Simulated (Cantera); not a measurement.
Input (Python, Cantera):

```python
import numpy as np
import cantera as ct

gas = ct.Solution("gri30.yaml")
gas.TPX = 1348, 101325, {'CO': 0.013, 'O2': 0.0062, 'H2O': 0.038, 'N2': 1}
inlet = ct.Reservoir(gas, clone=True)

reactor = ct.IdealGasConstPressureReactor(gas, energy="off", clone=False)
exhaust = ct.Reservoir(gas, clone=True)
tau = [0.34, 0.14, 0.06, 0.025, 0.01, 0.0043, 0.0018][0]
for a, b in ((inlet, reactor), (reactor, exhaust)):
    ct.MassFlowController(a, b, mdot=lambda t: reactor.mass / tau)
net = ct.ReactorNet([reactor])
show = ['CO', 'O2', 'H2O', 'N2O', 'H', 'NO2']

rows = []
print(f"{'tau/s':>10s}{'T/K':>9s}" + "".join(f"{s:>11s}" for s in show))
for tau in [0.34, 0.14, 0.06, 0.025, 0.01, 0.0043, 0.0018]:
    net.initial_time = 0.0
    net.advance(30 * tau)
    before = gas.X
    net.advance(40 * tau)
    drift = np.max(np.abs(gas.X - before) / (gas.X + 1e-9))
    rows.append([gas.T, *gas[show].X, drift])
    print(f"{tau:10.3e}{gas.T:9.1f}" + "".join(f"{x:11.3e}" for x in gas[show].X))
```

Output:

```
     tau/s      T/K         CO         O2        H2O        N2O          H        NO2
 3.400e-01   1348.0  5.631e-04  2.957e-04  3.546e-02  3.381e-08  7.525e-05  4.364e-11
 1.400e-01   1348.0  7.603e-04  4.518e-04  3.531e-02  3.880e-08  1.207e-04  4.849e-11
 6.000e-02   1348.0  1.050e-03  6.646e-04  3.512e-02  4.348e-08  1.886e-04  5.427e-11
 2.500e-02   1348.0  1.515e-03  9.770e-04  3.489e-02  4.838e-08  2.937e-04  6.095e-11
 1.000e-02   1348.0  2.282e-03  1.446e-03  3.461e-02  5.377e-08  4.481e-04  6.679e-11
 4.300e-03   1348.0  3.379e-03  2.054e-03  3.436e-02  5.888e-08  6.174e-04  6.742e-11
 1.800e-03   1348.0  5.063e-03  2.896e-03  3.422e-02  6.323e-08  7.587e-04  5.787e-11
```

Cantera simulation using GRI-Mech 3.0 (53 species, 325 reactions); the numbers are that mechanism's predictions, not measurements.
